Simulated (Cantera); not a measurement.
A closed system holds: 1 mol Fe₃O₄, 14 mol H₂, 0.017 mol H₂O, equilibrated at 17000 Pa.

Cantera equilibrium calculation (NASA polynomials, part measured and part estimated; ideal gas, pure solids and liquids). Candidate condensed phases: Fe, FeO, Fe(OH)₂, Fe(OH)₃, Fe₂O₃, Fe₃O₄, H₂O; 12 gas species. Mutual solubility and eutectic melting of coexisting phases are not modelled. The tables' stoichiometric FeO is somewhat more stable than real wüstite, so its field is too wide. FeO: taken at fixed stoichiometry. Kinetics and transport are ignored.

**Question.** Which condensed phases are stable at each of these points (T (K)): 1048, 1148, 1248, 1348, 1448, 1548, 1648, 1748, 1848, 1948, 2048?

**Answer.** 
```tsv
T (K)	condensed phases	Fe condensed (%)
1048	Fe(α) + FeO(s)	100.0
1148	Fe(α) + FeO(s)	100.0
1248	Fe(γ) + FeO(s)	100.0
1348	Fe(γ) + FeO(s)	100.0
1448	Fe(γ) + FeO(s)	100.0
1548	Fe(γ)	100.0
1648	Fe(γ)	100.0
1748	Fe(δ)	100.0
1848	Fe(l)	99.8
1948	Fe(l)	99.4
2048	Fe(l)	98.2
```

From 1048 K to 1148 K the condensed part is Fe(α) + FeO(s). From 1248 K to 1448 K the condensed part is Fe(γ) + FeO(s). From 1548 K to 1648 K the condensed part is Fe(γ). At 1748 K the condensed part is Fe(δ). From 1848 K to 2048 K the condensed part is Fe(l).
